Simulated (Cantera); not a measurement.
Input: 1 mol NH3, 3.7 mol H2O, equilibrated at 49.0 mbar.

Method: chemical equilibrium by Gibbs-energy minimisation in Cantera with the NASA 1993 tables (ideal gas, pure condensed phases). Candidate condensed phases: H2O; 24 gas species. Rates play no part. All values below are at 2650 K.

Base state: H2O 0.492, H2 0.247, H 0.105, N2 0.0775, OH 0.0510, O 0.0140, O2 0.0113, NO 0.00214 (mole fractions); condensed: gas only.

**Question.** What changes in the equilibrium state with this change: pressure from 49.0 mbar to 0.133 bar?

**Answer.** 
```csv
species,before,after
H2O,0.492,0.557
H2,0.247,0.250
N2,0.0775,0.0816
H,0.105,0.0642
OH,0.0510,0.0348
O,0.0140,0.00574
O2,0.0113,0.00519
NO,0.00214,0.00149
```
